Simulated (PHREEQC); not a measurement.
Silver or lead bath (model solution)

Make-up at 25 °C: 0.00047 mol/kgw PbCl2, 0.16 mol/kgw HBF4 and 0.013 mol/kgw Na2SO4. Closed to the air; pH follows from the charge balance.

Computed with PHREEQC (ion-association model, wateq4f.dat).

Precipitation was switched off in this run.

**Question.** Predict the pH, activity of water, ionic strength.

**Answer.** pH 0.93; activity of water 0.994; ionic strength 0.175 mol/kgw.

**Question.** In which forms is S present?

**Answer.** HSO4- 82 %, SO4-2 17 %, NaSO4- 0.7 % of the S.

Examples of supersaturated solids here: Anglesite. Others may be too. Complexes and solids missing from the database can't appear. Real BF4- forms and hydrolyses slowly; the run takes it at equilibrium.
